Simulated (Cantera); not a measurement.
What does this Cantera script print?

```python
import numpy as np
import cantera as ct

gas = ct.Solution("gri30.yaml")
gas.TPX = 1023, 630, {'C2H6': 1, 'N2': 3.3}
inlet = ct.Reservoir(gas, clone=True)

reactor = ct.IdealGasConstPressureReactor(gas, energy="off", clone=False)
exhaust = ct.Reservoir(gas, clone=True)
tau = [2.2, 0.99, 0.44, 0.2, 0.087, 0.039, 0.017, 0.0076, 0.0034, 0.0015, 0.00067][0]
for a, b in ((inlet, reactor), (reactor, exhaust)):
    ct.MassFlowController(a, b, mdot=lambda t: reactor.mass / tau)
net = ct.ReactorNet([reactor])
show = ['C2H6', 'CH2', 'CH4', 'CH3', 'HCN']

rows = []
print(f"{'tau/s':>10s}{'T/K':>9s}" + "".join(f"{s:>11s}" for s in show))
for tau in [2.2, 0.99, 0.44, 0.2, 0.087, 0.039, 0.017, 0.0076, 0.0034, 0.0015, 0.00067]:
    net.initial_time = 0.0
    net.advance(30 * tau)
    before = gas.X
    net.advance(40 * tau)
    drift = np.max(np.abs(gas.X - before) / (gas.X + 1e-9))
    rows.append([gas.T, *gas[show].X, drift])
    print(f"{tau:10.3e}{gas.T:9.1f}" + "".join(f"{x:11.3e}" for x in gas[show].X))
```

It prints:

```
     tau/s      T/K       C2H6        CH2        CH4        CH3        HCN
 2.200e+00   1023.0  2.025e-01  1.094e-11  1.927e-03  7.425e-06  2.578e-14
 9.900e-01   1023.0  2.194e-01  9.364e-12  7.693e-04  6.939e-06  2.054e-14
 4.400e-01   1023.0  2.275e-01  6.053e-12  2.618e-04  5.463e-06  1.273e-14
 2.000e-01   1023.0  2.310e-01  2.503e-12  7.251e-05  3.371e-06  4.869e-15
 8.700e-02   1023.0  2.322e-01  7.174e-13  1.735e-05  1.862e-06  1.096e-15
 3.900e-02   1023.0  2.325e-01  2.582e-13  5.533e-06  1.326e-06  2.408e-16
 1.700e-02   1023.0  2.325e-01  1.001e-13  1.837e-06  1.011e-06  2.180e-17
 7.600e-03   1023.0  2.326e-01  3.568e-14  5.677e-07  6.986e-07  6.350e-19
 3.400e-03   1023.0  2.326e-01  1.018e-14  1.510e-07  4.154e-07  1.006e-20
 1.500e-03   1023.0  2.326e-01  2.210e-15  3.455e-08  2.154e-07  1.078e-22
 6.700e-04   1023.0  2.326e-01  3.875e-16  7.464e-09  1.042e-07  1.882e-24
```

Model: GRI-Mech 3.0 (53 species, 325 reactions), integrated in Cantera. GRI-Mech 3.0 stops at C3 and has no aromatics, soot or wall deposition, so with more carbon than oxygen in the feed, carbon stays in small species such as C2H2 where larger ones or solid carbon would form. Radical loss at walls, strong at low pressure, is not modelled.
